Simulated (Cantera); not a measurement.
Source: NASA polynomial tables (part measured, part estimated), evaluated in Cantera. Values are per mole of reaction as written; species without (g) are pure solids or liquids, kept so even where they would boil at 1 bar.

Question: Between 448 and 573 K, where is each reaction favourable under standard conditions?
- Al(g) + 3 HCl(g) ⇌ 3 H(g) + AlCl3
- Al(g) + 3 Cl(g) ⇌ AlCl3

Answer: 
- Al(g) + 3 HCl(g) ⇌ 3 H(g) + AlCl3: ΔG° is 16 kJ at 448 K and 38 kJ at 573 K; it stays positive (K < 1). ΔH° is -52 kJ and ΔS° -157 J/K at 573 K.
- Al(g) + 3 Cl(g) ⇌ AlCl3: ΔG° is -1153 kJ at 448 K and -1093 kJ at 573 K; it stays negative (K > 1). ΔH° is -1358 kJ and ΔS° -463 J/K at 573 K.
